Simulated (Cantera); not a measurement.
## Fluorocarbon and chlorocarbon gases: CF4 + CH4 + H2

Feed: 1 mol CF4, 0.85 mol CH4, a varied amount of H2, held at 2575 K and 0.653 Torr.

Equilibrium computed with Cantera from the NASA thermochemical tables; the gas is ideal and each condensed phase is pure. Candidate condensed phases: C, C6H6, C7H8, C8H18; 95 gas species. Equilibrium is a limit: real reactors are often held back by kinetics, nucleation or transport.

From 0.073 mol H2 to 5.9 mol H2 the condensed part is C(graphite). The main C-bearing gas is C3 at 0.073 mol H2 and C2H2 (acetylene) at 5.9 mol H2. The share of C in condensed phases is highest at 0.51 mol H2 (98.1 %) and lowest at 5.9 mol H2 (91.0 %).

```json
[
 {"n(H2) (mol)": "0.073", "log p HF": "-3.14", "log p H": "-4.70", "log p H2": "-6.48", "log p F": "-3.96", "log p CF": "-5.34", "n C(graphite)": "1.80"},
 {"n(H2) (mol)": "0.12", "log p HF": "-3.13", "log p H": "-4.63", "log p H2": "-6.33", "log p F": "-4.02", "log p CF": "-5.41", "n C(graphite)": "1.80"},
 {"n(H2) (mol)": "0.19", "log p HF": "-3.12", "log p H": "-4.51", "log p H2": "-6.10", "log p F": "-4.13", "log p CF": "-5.52", "n C(graphite)": "1.81"},
 {"n(H2) (mol)": "0.32", "log p HF": "-3.12", "log p H": "-4.29", "log p H2": "-5.66", "log p F": "-4.34", "log p CF": "-5.73", "n C(graphite)": "1.81"},
 {"n(H2) (mol)": "0.51", "log p HF": "-3.13", "log p H": "-4.04", "log p H2": "-5.15", "log p F": "-4.61", "log p CF": "-6.00", "n C(graphite)": "1.81"},
 {"n(H2) (mol)": "0.84", "log p HF": "-3.17", "log p H": "-3.80", "log p H2": "-4.68", "log p F": "-4.89", "log p CF": "-6.28", "n C(graphite)": "1.81"},
 {"n(H2) (mol)": "1.4", "log p HF": "-3.24", "log p H": "-3.63", "log p H2": "-4.34", "log p F": "-5.13", "log p CF": "-6.52", "n C(graphite)": "1.80"},
 {"n(H2) (mol)": "2.2", "log p HF": "-3.32", "log p H": "-3.51", "log p H2": "-4.11", "log p F": "-5.32", "log p CF": "-6.71", "n C(graphite)": "1.78"},
 {"n(H2) (mol)": "3.6", "log p HF": "-3.43", "log p H": "-3.42", "log p H2": "-3.93", "log p F": "-5.53", "log p CF": "-6.92", "n C(graphite)": "1.74"},
 {"n(H2) (mol)": "5.9", "log p HF": "-3.57", "log p H": "-3.36", "log p H2": "-3.80", "log p F": "-5.73", "log p CF": "-7.12", "n C(graphite)": "1.68"}
]
```
log p: log10 of the partial pressure in bar; n: condensed amount in mol.
